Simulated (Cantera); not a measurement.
Charge: 1 mol SiH2Cl2, 0.13 mol NH3, a varied amount of H2, at 9.00e-5 bar.

Cantera equilibrium calculation (NASA polynomials, part measured and part estimated; ideal gas, pure solids and liquids). Candidate condensed phases: NH4Cl, Si, Si3N4; 28 gas species. Mutual solubility and eutectic melting of coexisting phases are not modelled. The tables' values for SiCl3 are old estimates. Rates play no part.

Task: What condenses at these points (T in K, n(H2) in mol): (1498, 11); (1348, 3.5); (1348, 0.73); (1348, 7.7); (1473, 17)?

Result: 
```json
[
 {"T (K)": "1498", "n(H2) in mol": "11", "condensed phases": "Si", "Si condensed (%)": "59.9"},
 {"T (K)": "1348", "n(H2) in mol": "3.5", "condensed phases": "Si", "Si condensed (%)": "45.5"},
 {"T (K)": "1348", "n(H2) in mol": "0.73", "condensed phases": "Si + Si3N4", "Si condensed (%)": "31.8"},
 {"T (K)": "1348", "n(H2) in mol": "7.7", "condensed phases": "Si", "Si condensed (%)": "56.7"},
 {"T (K)": "1473", "n(H2) in mol": "17", "condensed phases": "Si", "Si condensed (%)": "67.2"}
]
```
